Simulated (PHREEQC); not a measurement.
NaHCO3 is added in steps, without added water, to 1 kg of water holding 0.0081 mol CuSO4, 0.0011 mol ZnCl2 and 0.00076 mol NaCl, at 20 °C. O2 is buffered at 0.21 atm. CO2 is held at log p = -1 (atm). Only these solids could form: Cu(OH)2, Malachite, Brochantite, Antlerite, Atacamite, Zn(OH)2-a, Smithsonite, Zn4(OH)6SO4, Zn5(OH)8Cl2, Halite, Mirabilite, Chalcanthite, Goslarite, Nahcolite, Natron.

Base run: PHREEQC, ion-association model, wateq4f.dat. Each further column changes one thing. The table gives pH.

```
NaHCO3 added (mol)  base  metal-ligand complexes left out  Davies equation for every ion  all activity coefficients set to 1
------------------  ----  -------------------------------  -----------------------------  ----------------------------------
0                   4.22                             4.45                           4.23                                4.19
0.0016              4.60                             4.50                           4.61                                4.48
0.0032              4.66                             4.56                           4.67                                4.55
0.004               4.70                             4.59                           4.71                                4.58
0.0056              4.78                             4.68                           4.79                                4.67
0.0072              4.89                             4.79                           4.90                                4.79
0.0088              5.06                             4.96                           5.07                                4.96
0.0104              5.18                             5.19                           5.18                                5.26
0.012               5.28                             5.29                           5.28                                5.37
0.0128              5.29                             5.30                           5.29                                5.38
0.0144              5.31                             5.32                           5.30                                5.41
0.016               5.47                             5.41                           5.47                                5.47
```
